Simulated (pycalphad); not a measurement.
Computed with pycalphad from the COST 507 light-alloy database (1999), at 1 atm. The data set is of 1999 and partly superseded. Phase fractions are per mole of atoms. Diffusion is slow at the low end, where real alloys seldom reach equilibrium.

Task: Give the equilibrium state of N-32.2B (wt.%) at 625 K.

Result: BN_HP4, fraction 0.762, with 43.6 B wt.%; GAS, fraction 0.238, with <0.01 B wt.%.

Task: Give the equilibrium state of N-32.2B (wt.%) at 2875 K.

Result: GAS, fraction 0.619, with 0.05 B wt.%; LIQUID, fraction 0.381, with 99.99 B wt.%.

Database names, with the compositions (at.%) that they take in these runs: BN_HP4: N 50 B 50.
